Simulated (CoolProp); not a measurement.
Methanol along the isobar 4.9 MPa: density (kg/m³) from the reference equation and from simpler models built on Tc = 513.4 K, pc = 8.216 MPa, ω = 0.565; each cubic takes its own stable root.

Computed with CoolProp (reference Helmholtz-energy equation of state, de Reuck 1993).

| T (K) | phase | reference |
|---|---|---|
| 288.3 | liquid | 799.9 |
| 311.2 | liquid | 779.0 |
| 334.1 | liquid | 757.6 |
| 357.1 | liquid | 734.9 |
| 380 | liquid | 710.5 |
| 402.9 | liquid | 683.2 |
| 425.9 | liquid | 651.3 |
| 448.8 | liquid | 612.4 |
| 471.7 | liquid | 559.9 |
| 494.7 | gas | 57.68 |

Problem. How far does each simpler model (Redlich-Kwong, Soave-Redlich-Kwong, Peng-Robinson) lie from the reference over these 10 states: mean and median of the absolute difference, and the worst?

Solution. 
- Redlich-Kwong: mean 34.0 %, median 29.9 %, worst -89.0 % at 471.7 K and 4.9 MPa
- Soave-Redlich-Kwong: mean 23.2 %, median 23.9 %, worst -30.1 % at 471.7 K and 4.9 MPa
- Peng-Robinson: mean 14.2 %, median 14.0 %, worst -21.0 % at 471.7 K and 4.9 MPa

At some of these states Redlich-Kwong gives the other phase, because its saturation line lies elsewhere.
